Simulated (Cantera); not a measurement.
A Cantera script and what it prints.

```python
import numpy as np
import cantera as ct

gas_names = """
    CL CLO CL2 H HCL HOCL HO2 H2 H2O H2O2 O OH O2 O3 Si SiCL SiCL2 SiCL3 SiCL4 SiH SiHCL3 SiH2 SiH2CL2
    SiH3 SiH3CL SiH4 SiO SiO2 Si2 Si3
""".split()
cond_names = """
    H2O(s) H2O(L) Si(cr) Si(L) SiO2(Lqz) SiO2(hqz) SiO2(L)
""".split()


def load(file, names, dense=False):
    # The tables refer to 1 bar. Condensed volumes are neglected.
    table = {s.name: s for s in ct.Species.list_from_file(file)}
    out = []
    for n in names:
        d = dict(table[n].input_data)
        d["thermo"] = dict(d["thermo"], **{"reference-pressure": 1e5})
        if dense:
            d["equation-of-state"] = {"model": "constant-volume", "density": "1e6 g/cm^3"}
        out.append(ct.Species.from_dict(d))
    return out


gas = ct.Solution(thermo="ideal-gas", species=load("nasa_gas.yaml", gas_names))
cond = {s.name: ct.Solution(thermo="fixed-stoichiometry", species=[s], name=s.name)
        for s in load("nasa_condensed.yaml", cond_names, dense=True)}
atoms = {
    'SiO2': {'Si': 1, 'O': 2},
    'HCl': {'H': 1, 'CL': 1},
    'O2': {'O': 2},
}
top_T = {}  # K; cautious upper limits of use, not melting points


def equilibrate(T, P, feed):
    n = {}
    for name, mol in feed.items():
        for a, k in atoms[name].items():
            n[a] = n.get(a, 0.0) + k * mol
    gas.TPX = T, P, n
    mass = sum(n.values()) * gas.mean_molecular_weight
    gas.equilibrate("TP")
    valid = [c for c in cond.values() if c.min_temp <= T <= top_T.get(c.name, c.max_temp)]
    mix = ct.Mixture([(gas, mass / gas.mean_molecular_weight)] + [(c, 0.0) for c in valid])
    mix.T, mix.P = T, P
    mix.equilibrate("TP", solver="vcs", rtol=1e-11, max_steps=5000)
    return mix


results = []
feed = {'SiO2': 1, 'HCl': 11, 'O2': 1.5}  # mol
T = 1600  # K
for P in [1, 4.2, 18, 75, 320, 1300, 5600, 24000, 100000]:
    mix = equilibrate(T, P, feed)
    results.append((T, P, feed, dict(zip(mix.species_names, mix.species_moles))))

top = {s: max(r[3][s] / sum(r[3][g] for g in gas_names) for r in results) for s in gas_names}
cols = sorted((s for s in top if top[s] > 1e-06), key=lambda s: -top[s])[:7]
seen = [c for c in cond_names if any(r[3].get(c, 0) > 1e-12 for r in results)]
print("log10 of partial pressures in bar; condensed amounts in mol")
print(f"{'P/Pa':>10s}" + "".join(f"{s[:9]:>10s}" for s in cols + seen))
for T, P, feed, n in results:
    ng = sum(n[g] for g in gas_names)
    print(f"{P:10.4g}" + "".join(f"{np.log10(max(n[s] / ng * P / 1e5, 1e-99)):10.3f}" for s in cols)
          + "".join(f"{n.get(c, 0):10.4g}" for c in seen))
```

Output:

```
log10 of partial pressures in bar; condensed amounts in mol
      P/Pa       HCL        CL       H2O        O2       CL2        OH        H2 SiO2(hqz)
         1    -5.234    -5.618    -5.928    -6.285    -9.318    -7.618    -7.964    0.9996
       4.2    -4.578    -5.066    -5.372    -5.584    -8.213    -7.164    -7.758         1
        18    -3.919    -4.512    -4.814    -4.890    -7.105    -6.712    -7.547         1
        75    -3.277    -3.975    -4.271    -4.224    -6.031    -6.274    -7.337         1
       320    -2.628    -3.438    -3.715    -3.559    -4.958    -5.830    -7.114         1
      1300    -2.007    -2.935    -3.161    -2.927    -3.952    -5.395    -6.876         1
      5600    -1.365    -2.442    -2.540    -2.282    -2.967    -4.923    -6.578         1
   2.4e+04    -0.732    -1.992    -1.863    -1.655    -2.065    -4.428    -6.214         1
     1e+05    -0.119    -1.583    -1.157    -1.058    -1.247    -3.926    -5.806         1
```

Method: chemical equilibrium by Gibbs-energy minimisation in Cantera with the NASA 1993 tables (ideal gas, pure condensed phases). The tables hold silica as quartz up to 1696 K and as liquid above; real silica turns to tridymite and cristobalite and melts near 1996 K. Gases not in the tables: Si(OH)4.
